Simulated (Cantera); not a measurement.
An adiabatic, constant-volume homogeneous reactor starts with 1.34 % CH4, 0.0801 % C2H6, 0.307 % C3H8, 12.1 % O2, 86.1 % N2, equivalence ratio 0.37, at 1800 K and 0.760 atm.

Detailed kinetics in Cantera: GRI-Mech 3.0 (53 species, 325 reactions). GRI-Mech 3.0 was tuned for natural gas; its chemistry of propane as a main component is partial and can be far from experiment.

### Question
Predict: time of steepest temperature rise; temperature at 4.00 s; equilibrium temperature; x(NO) at 4.00 s; x(NO2) at 4.00 s.

### Answer
```
Quantity                                                            Result
---------------------------------  ---------------------------------------
time of steepest temperature rise                                  29.2 µs
temperature at 4.00 s                                               2341 K
equilibrium temperature                                             2341 K
x(NO) at 4.00 s                      0.0103 (gas-phase equilibrium 0.0103)
x(NO2) at 4.00 s                   6.30e-6 (gas-phase equilibrium 6.30e-6)
```
